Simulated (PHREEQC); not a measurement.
Dissolve 0.18 mol NH4Cl, 0.0014 mol NaOH and 0.00014 mol KCl per kg of water at 25 °C. Closed to the air; pH follows from the charge balance.

Model: ion-association model, phreeqc.dat, run in PHREEQC.

Precipitation was switched off in this run.

Estimate the pH, specific conductance, activity of water.

pH 7.32; specific conductance 21600 µS/cm; activity of water 0.994.
